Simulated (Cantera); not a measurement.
# Ignition delay

Mixture: CO : H2 : CH4 : O2 : N2 = 1 : 0.14 : 0.26 : 2.32 : 8.72 (molar parts), equivalence ratio 0.47, at 5.30 bar, adiabatic and at constant volume. Ignition delay is the time to a rise of 400 K.

Model: GRI-Mech 3.0 (53 species, 325 reactions), integrated in Cantera. Below about 1000 K GRI-Mech 3.0 lacks low-temperature oxidation paths.

```csv
T0 (K),delay (ms)
950,33.1
1025,4.73
1100,1.11
1175,0.406
1250,0.189
1325,0.101
1400,0.0596
1475,0.0378
```

- apparent activation energy between 1325 and 1475 K = 110 kJ/mol
